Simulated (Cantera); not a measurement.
Input (Python, Cantera):

```python
import numpy as np
import cantera as ct

gas = ct.Solution("gri30.yaml")
gas.TPX = 1550, 100000, {'CH4': 1, 'CO': 0.089, 'O2': 2.88, 'N2': 10.8, 'H2O': 0.64}
reactor = ct.IdealGasConstPressureReactor(gas, energy="on", clone=False)
net = ct.ReactorNet([reactor])
net.rtol, net.atol = 1e-08, 1e-16
show = ['CH4', 'CO', 'O2', 'H2O', 'H']
times = np.geomspace(1e-06, 0.8, 15)

steps = ct.SolutionArray(gas, extra=["t"])
rows = []
print(f"{'t/s':>10s}{'T/K':>9s}{'P/Pa':>11s}" + "".join(f"{s:>11s}" for s in show))
for t in times:
    while net.time < t:
        t_next = net.step()
        steps.append(gas.state, t=t_next)
    rows.append([np.interp(t, steps.t, y) for y in (steps.T, steps.P, *steps(*show).X.T)])
    print(f"{t:10.3e}{rows[-1][0]:9.1f}{rows[-1][1]:11.4g}" + "".join(f"{x:11.3e}" for x in rows[-1][2:]))
rate = np.gradient(steps.T, steps.t)
print("integrator steps:", len(steps.t))
if steps.T.max() > steps.T[0] + 200:
    print(f"time of steepest temperature rise: {steps.t[rate.argmax()]:.4e} s")
gas.TPX = 1550, 100000, {'CH4': 1, 'CO': 0.089, 'O2': 2.88, 'N2': 10.8, 'H2O': 0.64}
gas.equilibrate("HP")
print(f"equilibrium (HP): T = {gas.T:.1f} K  " + "  ".join(f"{s} {gas[s].X[0]:.3e}" for s in show))
```

Output:

```
       t/s      T/K       P/Pa        CH4         CO         O2        H2O          H
 1.000e-06   1550.0      1e+05  6.490e-02  5.776e-03  1.869e-01  4.153e-02  2.070e-08
 2.640e-06   1550.0      1e+05  6.490e-02  5.776e-03  1.869e-01  4.153e-02  2.293e-08
 6.971e-06   1550.0      1e+05  6.490e-02  5.776e-03  1.869e-01  4.153e-02  2.474e-08
 1.841e-05   1550.0      1e+05  6.489e-02  5.776e-03  1.869e-01  4.154e-02  2.993e-08
 4.860e-05   1550.0      1e+05  6.488e-02  5.775e-03  1.869e-01  4.154e-02  4.755e-08
 1.283e-04   1550.0      1e+05  6.478e-02  5.774e-03  1.868e-01  4.159e-02  1.334e-07
 3.388e-04   1552.7      1e+05  6.379e-02  5.837e-03  1.863e-01  4.223e-02  1.118e-06
 8.944e-04   2530.3      1e+05  3.803e-17  1.809e-02  5.841e-02  1.471e-01  5.016e-03
 2.362e-03   2601.5      1e+05  3.931e-17  1.449e-02  5.573e-02  1.520e-01  3.068e-03
 6.235e-03   2595.6      1e+05  3.940e-17  1.439e-02  5.343e-02  1.523e-01  2.986e-03
 1.646e-02   2590.9      1e+05  3.946e-17  1.432e-02  5.164e-02  1.526e-01  2.922e-03
 4.347e-02   2590.3      1e+05  3.947e-17  1.431e-02  5.142e-02  1.527e-01  2.915e-03
 1.148e-01   2590.3      1e+05  3.947e-17  1.431e-02  5.142e-02  1.527e-01  2.915e-03
 3.030e-01   2590.3      1e+05  3.947e-17  1.431e-02  5.142e-02  1.527e-01  2.915e-03
 8.000e-01   2590.3      1e+05  3.947e-17  1.431e-02  5.142e-02  1.527e-01  2.915e-03
integrator steps: 1822
time of steepest temperature rise: 6.9770e-04 s
equilibrium (HP): T = 2590.3 K  CH4 5.485e-17  CO 1.431e-02  O2 5.142e-02  H2O 1.527e-01  H 2.915e-03
```

Computed with Cantera and GRI-Mech 3.0 (53 species, 325 reactions).
